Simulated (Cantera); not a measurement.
## Reactions in the system C-Cl-Si

Standard-state values (1 bar) from the NASA 1993 polynomials, evaluated with Cantera. Values are per mole of reaction as written; species without (g) are pure solids or liquids, kept so even where they would boil at 1 bar.

SiCl4(g) ⇌ Si + 4 Cl(g)

| T (K) | ΔH° (kJ) | ΔS° (J/K) | ΔG° (kJ) | log10 K | condensed phases |
|---|---|---|---|---|---|
| 300 | 1148.0 | 348.7 | 1043.4 | -181.66 | Si(s) |
| 2548 | 1217.0 | 401.1 | 195.1 | -4.00 | Si(l) |
| 2648 | 1217.4 | 401.2 | 155.0 | -3.06 | Si(l) |
| 2748 | 1217.8 | 401.3 | 114.9 | -2.18 | Si(l) |
| 2848 | 1218.2 | 401.5 | 74.8 | -1.37 | Si(l) |
| 2948 | 1218.5 | 401.6 | 34.6 | -0.61 | Si(l) |

CCl4(g) + Si2C(g) ⇌ SiC2(g) + SiCl4(g)

| T (K) | ΔH° (kJ) | ΔS° (J/K) | ΔG° (kJ) | log10 K |
|---|---|---|---|---|
| 300 | -487.5 | 15.4 | -492.1 | 85.67 |
| 2548 | -486.5 | 18.0 | -532.2 | 10.91 |
| 2648 | -486.6 | 17.9 | -534.0 | 10.53 |
| 2748 | -486.7 | 17.9 | -535.8 | 10.18 |
| 2848 | -486.8 | 17.8 | -537.6 | 9.86 |
| 2948 | -486.9 | 17.8 | -539.4 | 9.56 |

2 C + Si ⇌ SiC2(g)

| T (K) | ΔH° (kJ) | ΔS° (J/K) | ΔG° (kJ) | log10 K | condensed phases |
|---|---|---|---|---|---|
| 300 | 615.1 | 206.5 | 553.1 | -96.31 | C(graphite), Si(s) |
| 2548 | 537.6 | 159.3 | 131.6 | -2.70 | C(graphite), Si(l) |
| 2648 | 536.0 | 158.7 | 115.7 | -2.28 | C(graphite), Si(l) |
| 2748 | 534.5 | 158.2 | 99.9 | -1.90 | C(graphite), Si(l) |
| 2848 | 532.9 | 157.6 | 84.1 | -1.54 | C(graphite), Si(l) |
| 2948 | 531.4 | 157.1 | 68.3 | -1.21 | C(graphite), Si(l) |
